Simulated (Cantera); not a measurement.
A freely propagating, adiabatic, planar premixed flame of H2 : O2 : N2 : H2O = 1 : 0.238 : 0.895 : 0.071 (molar parts), unburnt at 623 K and 3230 Torr; mixture-averaged transport, grid criteria slope 0.08 and curve 0.16, no radiation.

Computed with Cantera and the H2/O2 subset of GRI-Mech 3.0, which has no nitrogen chemistry. The hydrogen kinetics of GRI-Mech 3.0 are dated; newer H2 mechanisms differ, most at raised pressure. Burning velocities carry a grid error of a few per cent, more on coarse grids.

Task: Predict: laminar burning velocity; thermal thickness; peak x(H2O2); peak x(HO2); peak x(OH).

Result: 
```json
{
  "laminar_burning_velocity": "906 cm/s",
  "thermal_thickness": "0.0684 mm",
  "peak x(H2O2)": "4.10e-5",
  "peak x(HO2)": "0.000818",
  "peak x(OH)": "0.00431"
}
```
